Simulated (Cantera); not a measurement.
A Cantera script and what it prints.

```python
import numpy as np
import cantera as ct

gas_names = """
    H H2 N NH NH2 NH3 N2 N2H2 N2H4 Zr ZrN
""".split()
cond_names = """
    Zr(a) Zr(b) Zr(L) ZrN(s) ZrN(L)
""".split()


def load(file, names, dense=False):
    # The tables refer to 1 bar. Condensed volumes are neglected.
    table = {s.name: s for s in ct.Species.list_from_file(file)}
    out = []
    for n in names:
        d = dict(table[n].input_data)
        d["thermo"] = dict(d["thermo"], **{"reference-pressure": 1e5})
        if dense:
            d["equation-of-state"] = {"model": "constant-volume", "density": "1e6 g/cm^3"}
        out.append(ct.Species.from_dict(d))
    return out


gas = ct.Solution(thermo="ideal-gas", species=load("nasa_gas.yaml", gas_names))
cond = {s.name: ct.Solution(thermo="fixed-stoichiometry", species=[s], name=s.name)
        for s in load("nasa_condensed.yaml", cond_names, dense=True)}
atoms = {
    'Zr': {'Zr': 1},
    'NH3': {'N': 1, 'H': 3},
}
top_T = {}  # K; cautious upper limits of use, not melting points


def equilibrate(T, P, feed):
    n = {}
    for name, mol in feed.items():
        for a, k in atoms[name].items():
            n[a] = n.get(a, 0.0) + k * mol
    gas.TPX = T, P, n
    mass = sum(n.values()) * gas.mean_molecular_weight
    gas.equilibrate("TP")
    valid = [c for c in cond.values() if c.min_temp <= T <= top_T.get(c.name, c.max_temp)]
    mix = ct.Mixture([(gas, mass / gas.mean_molecular_weight)] + [(c, 0.0) for c in valid])
    mix.T, mix.P = T, P
    mix.equilibrate("TP", solver="vcs", rtol=1e-11, max_steps=5000)
    return mix


results = []
T = 2575  # K
P = 2100  # Pa
for m in [0.11, 0.21, 0.4, 0.74, 1.4, 2.6, 4.8, 9, 17]:
    feed = {'Zr': 1, 'NH3': m}  # mol
    mix = equilibrate(T, P, feed)
    results.append((T, P, feed, dict(zip(mix.species_names, mix.species_moles))))

top = {s: max(r[3][s] / sum(r[3][g] for g in gas_names) for r in results) for s in gas_names}
cols = sorted((s for s in top if top[s] > 1e-05), key=lambda s: -top[s])[:8]
seen = [c for c in cond_names if any(r[3].get(c, 0) > 1e-12 for r in results)]
print("log10 of partial pressures in bar; condensed amounts in mol")
print(f"{'n(NH3)':>10s}" + "".join(f"{s[:9]:>10s}" for s in cols + seen))
for T, P, feed, n in results:
    ng = sum(n[g] for g in gas_names)
    print(f"{feed['NH3']:10.4g}" + "".join(f"{np.log10(max(n[s] / ng * P / 1e5, 1e-99)):10.3f}" for s in cols)
          + "".join(f"{n.get(c, 0):10.4g}" for c in seen))
```

Output:

```
log10 of partial pressures in bar; condensed amounts in mol
    n(NH3)        H2        N2         H        Zr     Zr(L)    ZrN(s)
      0.11    -1.782    -5.179    -2.351    -5.205    0.8901    0.1099
      0.21    -1.782    -5.179    -2.351    -5.205    0.7901    0.2098
       0.4    -1.782    -5.179    -2.351    -5.205    0.6002    0.3996
      0.74    -1.782    -5.179    -2.351    -5.205    0.2604    0.7392
       1.4    -1.821    -2.785    -2.371    -6.402         0         1
       2.6    -1.863    -2.491    -2.392    -6.549         0    0.9999
       4.8    -1.884    -2.401    -2.402    -6.594         0    0.9999
         9    -1.895    -2.361    -2.408    -6.614         0    0.9998
        17    -1.901    -2.342    -2.411    -6.623         0    0.9996
```

Cantera equilibrium calculation (NASA polynomials, part measured and part estimated; ideal gas, pure solids and liquids). Mutual solubility and eutectic melting of coexisting phases are not modelled. ZrN: taken at fixed stoichiometry. Condensed phases not in the tables: N, O or C dissolved in the metal.
